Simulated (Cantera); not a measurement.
Input: 1 mol SiH4, 0.42 mol O3, 22 mol N2, held at 1.33 mbar.

Cantera equilibrium calculation (NASA polynomials, part measured and part estimated; ideal gas, pure solids and liquids). Candidate condensed phases: H2O, Si, SiO2, Si2N2O, Si3N4; 35 gas species. The tables hold silica as quartz up to 1696 K and as liquid above; real silica turns to tridymite and cristobalite and melts near 1996 K. Kinetics and transport are ignored.

At 1600 K, list the 5 most abundant gas species with their mole fractions, and the condensed phases.

N2 0.889, H2 0.0806, SiO 0.0300, H 0.000423, H2O 5.18e-5. Condensed: SiO2(β-quartz).
